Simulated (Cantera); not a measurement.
# Equilibrium for silicon etching in halogen gases: Si + F₂ + N₂

Feed: 1 mol Si, 9.5 mol F₂, 2.6 mol N₂, held at 0.100 bar.

Method: chemical equilibrium by Gibbs-energy minimisation in Cantera with the NASA 1993 tables (ideal gas, pure condensed phases). Candidate condensed phases: Si, Si₃N₄; 16 gas species. The numbers say what is thermodynamically allowed, not how fast it happens.

From 748 K to 1648 K nothing is condensed. The main Si-bearing gas is SiF₄ throughout.

```json
[
 {"T (K)": "748", "x F": "0.00615", "x F₂": "0.302", "x NF₃": "0.447", "x N₂": "0.115", "x SiF₄": "0.130"},
 {"T (K)": "848", "x F": "0.0389", "x F₂": "0.545", "x NF₃": "0.119", "x N₂": "0.198", "x SiF₄": "0.0991"},
 {"T (K)": "948", "x F": "0.134", "x F₂": "0.549", "x NF₃": "0.0180", "x N₂": "0.214", "x SiF₄": "0.0857"},
 {"T (K)": "1048", "x F": "0.313", "x F₂": "0.411", "x NF₃": "0.00235", "x N₂": "0.197", "x SiF₄": "0.0762"},
 {"T (K)": "1148", "x F": "0.534", "x F₂": "0.228", "x NF₃": "0.000251", "x N₂": "0.172", "x SiF₄": "0.0661"},
 {"T (K)": "1248", "x F": "0.692", "x F₂": "0.0956", "x NF₃": "2.21e-5", "x N₂": "0.153", "x SiF₄": "0.0589"},
 {"T (K)": "1348", "x F": "0.764", "x F₂": "0.0355", "x NF₃": "1.96e-6", "x N₂": "0.145", "x SiF₄": "0.0557"},
 {"T (K)": "1448", "x F": "0.790", "x F₂": "0.0136", "x NF₃": "2.12e-7", "x N₂": "0.142", "x SiF₄": "0.0545"},
 {"T (K)": "1548", "x F": "0.800", "x F₂": "0.00568", "x NF₃": "2.92e-8", "x N₂": "0.141", "x SiF₄": "0.0541"},
 {"T (K)": "1648", "x F": "0.803", "x F₂": "0.00260", "x NF₃": "5.05e-9", "x N₂": "0.140", "x SiF₄": "0.0539"}
]
```
x: gas mole fraction; nothing condenses.
